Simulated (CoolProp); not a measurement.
Model: reference Helmholtz-energy equation of state, de Reuck 1990, in CoolProp.

Problem. For fluorine, give the phase and the cv (kJ/(kg K)), speed of sound (m/s), Joule-Thomson coefficient (K/MPa), fugacity coefficient at 101.3 K and 1.94 MPa; 136.9 K and 1.94 MPa; 154.7 K and 1.94 MPa.

Solution. 
- 101.3 K and 1.94 MPa: liquid; cv 0.775, speed of sound 691, Joule-Thomson coefficient -0.188, fugacity coefficient 0.233
- 136.9 K and 1.94 MPa: gas; cv 0.623, speed of sound 187, Joule-Thomson coefficient 8.89, fugacity coefficient 0.858
- 154.7 K and 1.94 MPa: gas; cv 0.596, speed of sound 206, Joule-Thomson coefficient 6.91, fugacity coefficient 0.903
